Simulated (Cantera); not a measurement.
A Cantera script and what it prints.

```python
import numpy as np
import cantera as ct

gas_names = """
    H H2 N NH NH2 NH3 N2 N2H2 N2H4 Pb Pb2
""".split()
cond_names = """
    Pb(cr) Pb(L)
""".split()


def load(file, names, dense=False):
    # The tables refer to 1 bar. Condensed volumes are neglected.
    table = {s.name: s for s in ct.Species.list_from_file(file)}
    out = []
    for n in names:
        d = dict(table[n].input_data)
        d["thermo"] = dict(d["thermo"], **{"reference-pressure": 1e5})
        if dense:
            d["equation-of-state"] = {"model": "constant-volume", "density": "1e6 g/cm^3"}
        out.append(ct.Species.from_dict(d))
    return out


gas = ct.Solution(thermo="ideal-gas", species=load("nasa_gas.yaml", gas_names))
cond = {s.name: ct.Solution(thermo="fixed-stoichiometry", species=[s], name=s.name)
        for s in load("nasa_condensed.yaml", cond_names, dense=True)}
atoms = {
    'Pb': {'Pb': 1},
    'H2': {'H': 2},
    'N2': {'N': 2},
}
top_T = {}  # K; cautious upper limits of use, not melting points


def equilibrate(T, P, feed):
    n = {}
    for name, mol in feed.items():
        for a, k in atoms[name].items():
            n[a] = n.get(a, 0.0) + k * mol
    gas.TPX = T, P, n
    mass = sum(n.values()) * gas.mean_molecular_weight
    gas.equilibrate("TP")
    valid = [c for c in cond.values() if c.min_temp <= T <= top_T.get(c.name, c.max_temp)]
    mix = ct.Mixture([(gas, mass / gas.mean_molecular_weight)] + [(c, 0.0) for c in valid])
    mix.T, mix.P = T, P
    mix.equilibrate("TP", solver="vcs", rtol=1e-11, max_steps=5000)
    return mix


results = []
feed = {'Pb': 1, 'H2': 2.6, 'N2': 3.9}  # mol
P = 29  # Pa
for T in [723, 798, 873, 948, 1023, 1098, 1173, 1248, 1323, 1398, 1473, 1548]:
    mix = equilibrate(T, P, feed)
    results.append((T, P, feed, dict(zip(mix.species_names, mix.species_moles))))

top = {s: max(r[3][s] / sum(r[3][g] for g in gas_names) for r in results) for s in gas_names}
cols = sorted((s for s in top if top[s] > 1e-05), key=lambda s: -top[s])[:8]
seen = [c for c in cond_names if any(r[3].get(c, 0) > 1e-12 for r in results)]
print("log10 of partial pressures in bar; condensed amounts in mol")
print(f"{'T/K':>10s}" + "".join(f"{s[:9]:>10s}" for s in cols + seen))
for T, P, feed, n in results:
    ng = sum(n[g] for g in gas_names)
    print(f"{T:10.4g}" + "".join(f"{np.log10(max(n[s] / ng * P / 1e5, 1e-99)):10.3f}" for s in cols)
          + "".join(f"{n.get(c, 0):10.4g}" for c in seen))
```

Output:

```
log10 of partial pressures in bar; condensed amounts in mol
       T/K        N2        H2        Pb         H     Pb(L)
       723    -3.759    -3.936    -8.509   -15.042    0.9999
       798    -3.760    -3.936    -7.242   -13.542    0.9987
       873    -3.760    -3.936    -6.197   -12.298    0.9857
       948    -3.767    -3.943    -5.320   -11.252    0.8909
      1023    -3.801    -3.977    -4.574   -10.372    0.3419
      1098    -3.822    -3.998    -4.413    -9.606         0
      1173    -3.822    -3.998    -4.413    -8.927         0
      1248    -3.822    -3.998    -4.413    -8.330         0
      1323    -3.822    -3.998    -4.413    -7.799         0
      1398    -3.822    -3.998    -4.413    -7.324         0
      1473    -3.822    -3.998    -4.413    -6.897         0
      1548    -3.822    -3.999    -4.413    -6.511         0
```

Equilibrium computed with Cantera from the NASA thermochemical tables; the gas is ideal and each condensed phase is pure.
